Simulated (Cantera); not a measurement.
An isothermal, constant-pressure homogeneous reactor starts with CH4 : N2 = 1 : 46 (molar parts), at 1950 K and 44.0 Pa.

Cantera simulation using GRI-Mech 3.0 (53 species, 325 reactions); the numbers are that mechanism's predictions, not measurements. GRI-Mech 3.0 stops at C3 and has no aromatics, soot or wall deposition, so with more carbon than oxygen in the feed, carbon stays in small species such as C2H2 where larger ones or solid carbon would form. Radical loss at walls, strong at low pressure, is not modelled.

x: mole fraction; the columns are a selection and need not sum to one.

```json
[
 {"t (s)": "1.00e-6", "x CH4": "0.0213", "x C2H2": "<1e-12", "x C2H6": "<1e-12", "x C2H": "<1e-12", "x CH2": "<1e-12", "x H": "[?]", "x HCN": "<1e-12"},
 {"t (s)": "3.59e-6", "x CH4": "0.0213", "x C2H2": "<1e-12", "x C2H6": "<1e-12", "x C2H": "<1e-12", "x CH2": "<1e-12", "x H": "[?]", "x HCN": "<1e-12"},
 {"t (s)": "1.29e-5", "x CH4": "0.0213", "x C2H2": "<1e-12", "x C2H6": "<1e-12", "x C2H": "<1e-12", "x CH2": "<1e-12", "x H": "[?]", "x HCN": "<1e-12"},
 {"t (s)": "4.64e-5", "x CH4": "0.0213", "x C2H2": "<1e-12", "x C2H6": "<1e-12", "x C2H": "<1e-12", "x CH2": "<1e-12", "x H": "[?]", "x HCN": "<1e-12"},
 {"t (s)": "0.000167", "x CH4": "0.0213", "x C2H2": "<1e-12", "x C2H6": "<1e-12", "x C2H": "<1e-12", "x CH2": "<1e-12", "x H": "[?]", "x HCN": "<1e-12"},
 {"t (s)": "0.000600", "x CH4": "0.0213", "x C2H2": "<1e-12", "x C2H6": "<1e-12", "x C2H": "<1e-12", "x CH2": "6.07e-12", "x H": "[?]", "x HCN": "<1e-12"},
 {"t (s)": "0.00216", "x CH4": "0.0213", "x C2H2": "<1e-12", "x C2H6": "<1e-12", "x C2H": "<1e-12", "x CH2": "2.49e-10", "x H": "[?]", "x HCN": "<1e-12"},
 {"t (s)": "0.00775", "x CH4": "0.0212", "x C2H2": "7.64e-11", "x C2H6": "1.23e-11", "x C2H": "<1e-12", "x CH2": "6.57e-9", "x H": "5.36e-6", "x HCN": "3.11e-12"},
 {"t (s)": "0.0278", "x CH4": "0.0211", "x C2H2": "2.17e-8", "x C2H6": "3.34e-10", "x C2H": "<1e-12", "x CH2": "8.45e-8", "x H": "5.66e-6", "x HCN": "7.43e-11"},
 {"t (s)": "0.100", "x CH4": "0.0207", "x C2H2": "3.97e-6", "x C2H6": "5.22e-9", "x C2H": "6.00e-10", "x CH2": "7.55e-7", "x H": "[?]", "x HCN": "2.74e-9"},
 {"t (s)": "0.360", "x CH4": "0.0177", "x C2H2": "0.000480", "x C2H6": "6.16e-8", "x C2H": "1.11e-7", "x CH2": "5.15e-6", "x H": "[?]", "x HCN": "2.29e-7"},
 {"t (s)": "1.29", "x CH4": "0.00575", "x C2H2": "0.00684", "x C2H6": "6.13e-8", "x C2H": "1.12e-6", "x CH2": "7.57e-6", "x H": "[?]", "x HCN": "1.04e-5"},
 {"t (s)": "4.65", "x CH4": "0.000726", "x C2H2": "0.00992", "x C2H6": "2.78e-9", "x C2H": "2.18e-6", "x CH2": "3.04e-6", "x H": "[?]", "x HCN": "5.06e-5"},
 {"t (s)": "16.7", "x CH4": "4.81e-5", "x C2H2": "0.0103", "x C2H6": "2.91e-11", "x C2H": "3.57e-6", "x CH2": "5.68e-7", "x H": "[?]", "x HCN": "0.000123"},
 {"t (s)": "60.0", "x CH4": "4.83e-7", "x C2H2": "0.0103", "x C2H6": "<1e-12", "x C2H": "5.45e-6", "x CH2": "1.36e-8", "x H": "[?]", "x HCN": "0.000162"}
]
```

Problem. What belongs in the gaps?

Solution. 
- 1.00e-6, x H: 2.72e-9
- 3.59e-6, x H: 9.77e-9
- 1.29e-5, x H: 3.50e-8
- 4.64e-5, x H: 1.25e-7
- 0.000167, x H: 4.35e-7
- 0.000600, x H: 1.41e-6
- 0.00216, x H: 3.60e-6
- 0.100, x H: 8.61e-6
- 0.360, x H: 4.83e-5
- 1.29, x H: 0.000224
- 4.65, x H: 0.000416
- 16.7, x H: 0.000680
- 60.0, x H: 0.00103
